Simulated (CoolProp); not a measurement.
Computed with CoolProp (reference Helmholtz-energy equation of state, Setzmann 1991).

Question: For methane, give the phase and the cp (kJ/(kg K)), speed of sound (m/s) at 579.6 K and 0.35 MPa; 608.9 K and 0.0268 MPa.

Answer: 
- 579.6 K and 0.35 MPa: gas; cp 3.20, speed of sound 599
- 608.9 K and 0.0268 MPa: gas; cp 3.30, speed of sound 612
